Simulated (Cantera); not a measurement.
Input (Python, Cantera) and output of one run.

```python
import numpy as np
import cantera as ct

gas_names = """
    CL CL2 H HCL H2 Si SiCL SiCL2 SiCL3 SiCL4 SiH SiHCL3 SiH2 SiH2CL2 SiH3 SiH3CL SiH4 Si2 Si3
""".split()
cond_names = """
    Si(cr) Si(L)
""".split()


def load(file, names, dense=False):
    # The tables refer to 1 bar. Condensed volumes are neglected.
    table = {s.name: s for s in ct.Species.list_from_file(file)}
    out = []
    for n in names:
        d = dict(table[n].input_data)
        d["thermo"] = dict(d["thermo"], **{"reference-pressure": 1e5})
        if dense:
            d["equation-of-state"] = {"model": "constant-volume", "density": "1e6 g/cm^3"}
        out.append(ct.Species.from_dict(d))
    return out


gas = ct.Solution(thermo="ideal-gas", species=load("nasa_gas.yaml", gas_names))
cond = {s.name: ct.Solution(thermo="fixed-stoichiometry", species=[s], name=s.name)
        for s in load("nasa_condensed.yaml", cond_names, dense=True)}
atoms = {
    'Si': {'Si': 1},
    'HCl': {'H': 1, 'CL': 1},
    'H2': {'H': 2},
}
top_T = {}  # K; cautious upper limits of use, not melting points


def equilibrate(T, P, feed):
    n = {}
    for name, mol in feed.items():
        for a, k in atoms[name].items():
            n[a] = n.get(a, 0.0) + k * mol
    gas.TPX = T, P, n
    mass = sum(n.values()) * gas.mean_molecular_weight
    gas.equilibrate("TP")
    valid = [c for c in cond.values() if c.min_temp <= T <= top_T.get(c.name, c.max_temp)]
    mix = ct.Mixture([(gas, mass / gas.mean_molecular_weight)] + [(c, 0.0) for c in valid])
    mix.T, mix.P = T, P
    mix.equilibrate("TP", solver="vcs", rtol=1e-11, max_steps=5000)
    return mix


results = []
feed = {'Si': 1, 'HCl': 0.8, 'H2': 0.38}  # mol
T = 998  # K
P = 1300000  # Pa
mix = equilibrate(T, P, feed)
results.append((T, P, feed, dict(zip(mix.species_names, mix.species_moles))))
x = sorted(zip(gas.X, gas.species_names), reverse=True)
print(f"T = {T:g} K  P = {P:g} Pa  gas = {mix.phase_moles(0):.4g} mol")
print("   x: " + "  ".join(f"{s} {v:.3e}" for v, s in x if v > 0.0001))
print("   condensed (mol): " + ("  ".join(f"{mix.phase(i).name} {mix.phase_moles(i):.4g}"
      for i in range(1, mix.n_phases) if mix.phase_moles(i) > 1e-12) or "none"))
```

Result:

```
T = 998 K  P = 1.3e+06 Pa  gas = 0.95 mol
   x: H2 7.518e-01  SiCL4 1.204e-01  SiHCL3 1.103e-01  SiH2CL2 1.087e-02  HCL 5.689e-03  SiCL3 5.982e-04  SiH3CL 2.735e-04
   condensed (mol): Si(cr) 0.7696
```

Method: chemical equilibrium by Gibbs-energy minimisation in Cantera with the NASA 1993 tables (ideal gas, pure condensed phases). The tables' values for SiCl3 are old estimates; treat these amounts as uncertain.
